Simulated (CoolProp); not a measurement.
Nitrous oxide along the isotherm 500 K: Z from the reference equation and from simpler models built on Tc = 309.5 K, pc = 7.245 MPa, ω = 0.161; each cubic takes its own stable root.

Computed with CoolProp (reference Helmholtz-energy equation of state, Lemmon 2006). It is a short technical equation, of lower accuracy than the large ones.

| p (MPa) | phase | reference | van der Waals | Redlich-Kwong | Soave-Redlich-Kwong | Peng-Robinson |
|---|---|---|---|---|---|---|
| 1.29 | gas | 0.9891 | 0.9850 | 0.9867 | 0.9910 | 0.9872 |
| 2.59 | gas | 0.9784 | 0.9698 | 0.9737 | 0.9823 | 0.9749 |
| 3.88 | gas | 0.9680 | 0.9547 | 0.9611 | 0.9741 | 0.9633 |
| 5.17 | gas | 0.9579 | 0.9397 | 0.9489 | 0.9663 | 0.9524 |
| 6.47 | gas | 0.9481 | 0.9246 | 0.9370 | 0.9590 | 0.9420 |
| 7.76 | supercritical | 0.9387 | 0.9099 | 0.9257 | 0.9523 | 0.9325 |
| 9.06 | supercritical | 0.9296 | 0.8954 | 0.9150 | 0.9461 | 0.9236 |
| 10.3 | supercritical | 0.9213 | 0.8819 | 0.9053 | 0.9408 | 0.9158 |
| 11.6 | supercritical | 0.9130 | 0.8683 | 0.8958 | 0.9358 | 0.9084 |
| 12.9 | supercritical | 0.9053 | 0.8555 | 0.8871 | 0.9314 | 0.9019 |
| 14.2 | supercritical | 0.8982 | 0.8436 | 0.8792 | 0.9277 | 0.8961 |
| 15.5 | supercritical | 0.8917 | 0.8328 | 0.8721 | 0.9246 | 0.8911 |
| 16.8 | supercritical | 0.8858 | 0.8233 | 0.8659 | 0.9222 | 0.8869 |
| 18.1 | supercritical | 0.8806 | 0.8154 | 0.8607 | 0.9205 | 0.8835 |
